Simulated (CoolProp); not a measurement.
Saturation properties of n-perfluoropentane.

Values from CoolProp's reference Helmholtz-energy equation of state, Gao 2022.

| T (K) | p (MPa) | liquid density (kg/m³) | vapour density (kg/m³) | enthalpy of vaporisation (kJ/kg) | liquid cp (kJ/(kg K)) |
|---|---|---|---|---|---|
| 216.1 | 0.0008264 | 1850 | 0.1327 | 112.7 | 0.8913 |
| 230.7 | 0.002555 | 1809 | ___ | 109.3 | 0.9175 |
| 245.4 | 0.006757 | ___ | 0.9607 | 105.7 | 0.9450 |
| 260 | ___ | 1724 | 2.100 | ___ | 0.9730 |
| 274.6 | 0.03211 | 1680 | 4.150 | 98.41 | 1.001 |
| 289.2 | 0.06066 | 1634 | 7.557 | 94.47 | 1.030 |
| 303.9 | 0.1068 | 1586 | 12.93 | 90.22 | ___ |
| 318.5 | 0.1761 | 1535 | 20.91 | 85.64 | 1.089 |
| 333.1 | 0.2757 | 1480 | 32.46 | 80.63 | 1.121 |
| 347.7 | ___ | ___ | 48.87 | 75.06 | 1.156 |
| 362.4 | 0.5992 | 1353 | 72.26 | 68.68 | 1.198 |
| 377 | 0.8404 | 1276 | 105.7 | 61.23 | 1.255 |

**Question.** What belongs in the gaps?

**Answer.** 
- 230.7, vapour density (kg/m³): 0.3850
- 245.4, liquid density (kg/m³): 1766
- 260, p (MPa): 0.01555
- 260, enthalpy of vaporisation (kJ/kg): 102.2
- 303.9, liquid cp (kJ/(kg K)): 1.059
- 347.7, p (MPa): 0.4134
- 347.7, liquid density (kg/m³): 1421

It boils at 302.5 K under 1 atm.
